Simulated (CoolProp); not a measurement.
Model: reference Helmholtz-energy equation of state, Lemmon 2006, in CoolProp. It is a short technical equation, of lower accuracy than the large ones.

Task: For neopentane, give the phase and the density (kg/m³), cp (kJ/(kg K)), expansivity (1/kK), fugacity coefficient at 195.85 °C and 159 bar; 217.35 °C and 159 bar; 231.65 °C and 159 bar.

Result: 
- 195.85 °C and 159 bar: supercritical; density 432, cp 3.05, expansivity 2.74, fugacity coefficient 0.332
- 217.35 °C and 159 bar: supercritical; density 406, cp 3.14, expansivity 2.95, fugacity coefficient 0.389
- 231.65 °C and 159 bar: supercritical; density 389, cp 3.19, expansivity 3.06, fugacity coefficient 0.426
